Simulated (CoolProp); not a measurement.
Properties of n-perfluorohexane along the isotherm 450 K (Tc = 448.0 K, pc = 17.42 bar, ω = 0.497).

Computed with CoolProp (reference Helmholtz-energy equation of state, Gao 2022).

```json
[
 {"p (bar)": "1.87", "phase": "gas", "density (kg/m³)": "17.56", "Joule-Thomson coefficient (K/MPa)": "8.235"},
 {"p (bar)": "3.73", "phase": "gas", "density (kg/m³)": "36.56", "Joule-Thomson coefficient (K/MPa)": "8.827"},
 {"p (bar)": "5.6", "phase": "gas", "density (kg/m³)": "57.57", "Joule-Thomson coefficient (K/MPa)": "9.553"},
 {"p (bar)": "7.46", "phase": "gas", "density (kg/m³)": "80.95", "Joule-Thomson coefficient (K/MPa)": "10.46"},
 {"p (bar)": "9.33", "phase": "gas", "density (kg/m³)": "107.8", "Joule-Thomson coefficient (K/MPa)": "11.63"},
 {"p (bar)": "11.2", "phase": "gas", "density (kg/m³)": "139.6", "Joule-Thomson coefficient (K/MPa)": "13.23"},
 {"p (bar)": "13.1", "phase": "gas", "density (kg/m³)": "179.8", "Joule-Thomson coefficient (K/MPa)": "15.56"},
 {"p (bar)": "14.9", "phase": "gas", "density (kg/m³)": "231.6", "Joule-Thomson coefficient (K/MPa)": "19.05"},
 {"p (bar)": "16.8", "phase": "gas", "density (kg/m³)": "325.0", "Joule-Thomson coefficient (K/MPa)": "25.78"},
 {"p (bar)": "18.7", "phase": "supercritical", "density (kg/m³)": "811.2", "Joule-Thomson coefficient (K/MPa)": "13.05"},
 {"p (bar)": "20.5", "phase": "supercritical", "density (kg/m³)": "920.9", "Joule-Thomson coefficient (K/MPa)": "5.936"},
 {"p (bar)": "22.4", "phase": "supercritical", "density (kg/m³)": "971.0", "Joule-Thomson coefficient (K/MPa)": "3.947"},
 {"p (bar)": "24.3", "phase": "supercritical", "density (kg/m³)": "1004", "Joule-Thomson coefficient (K/MPa)": "2.990"},
 {"p (bar)": "26.1", "phase": "supercritical", "density (kg/m³)": "1028", "Joule-Thomson coefficient (K/MPa)": "2.438"}
]
```
